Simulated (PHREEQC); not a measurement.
1 kg of water holding 180 mmol/kgw KOH meets 20 L of dry gas (CO2 0.6, H2S 0.4 by moles) at fixed total pressure, at 25 °C; fugacities by Peng-Robinson. The gases take part in no redox reaction, some water evaporates into the gas, and hydrates or a liquid gas phase aren't modelled. Nothing may precipitate in this run.

The numbers come from PHREEQC with the ion-association model, phreeqc.dat.

```
P (atm)  dissolved CO2 (all carbonate carbon) (mol/kgw)  φ of CO2  p of CO2 (atm)
-------  ----------------------------------------------  --------  --------------
1                                                 0.142     0.995           0.576
2                                            (withheld)     0.989            1.19
3                                            (withheld)     0.984            1.80
5                                            (withheld)     0.973            3.03
7.5                                          (withheld)     0.959            4.56
10                                           (withheld)     0.946            6.09
15                                                0.398     0.919            9.13
```

**Question.** Complete the blanks.

**Answer.** 
- 2, dissolved CO2 (all carbonate carbon) (mol/kgw): 0.163
- 3, dissolved CO2 (all carbonate carbon) (mol/kgw): 0.183
- 5, dissolved CO2 (all carbonate carbon) (mol/kgw): 0.222
- 7.5, dissolved CO2 (all carbonate carbon) (mol/kgw): 0.268
- 10, dissolved CO2 (all carbonate carbon) (mol/kgw): 0.313
